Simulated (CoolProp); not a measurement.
Vapour-liquid equilibrium of propane (1) + isobutene (2) at 0.0533 bar; x and y are mole fractions of (1).

The numbers come from the multi-fluid Helmholtz-energy mixture model, Lemmon 2009 and Lemmon 2005; pair parameters Bell 2016 in CoolProp.

```tsv
x	bubble temperature, mixture model (K)	bubble temperature, Raoult's law (K)	y, mixture model	y, Raoult's law
0.05	203.5	205.6	0.367	0.264
0.2	[?]	197.7	[?]	0.657
0.35	[?]	192.4	0.825	0.817
0.5	[?]	188.6	0.889	0.899
0.65	[?]	185.6	[?]	0.945
0.8	183.2	183.2	[?]	0.975
0.95	181.2	181.2	[?]	0.995
```

Problem. Some entries are withheld; supply them.

Solution. 
- 0.2, bubble temperature, mixture model (K): 194.9
- 0.2, y, mixture model: 0.714
- 0.35, bubble temperature, mixture model (K): 190.8
- 0.5, bubble temperature, mixture model (K): 187.9
- 0.65, bubble temperature, mixture model (K): 185.4
- 0.65, y, mixture model: 0.934
- 0.8, y, mixture model: 0.968
- 0.95, y, mixture model: 0.994

The largest gap from Raoult's law is -2.8 K in bubble temperature, at x = 0.2. No azeotrope shows between x = 0.05 and 0.95.

Pair parameters are fitted to limited data, so mixtures are less certain than the pure fluids.
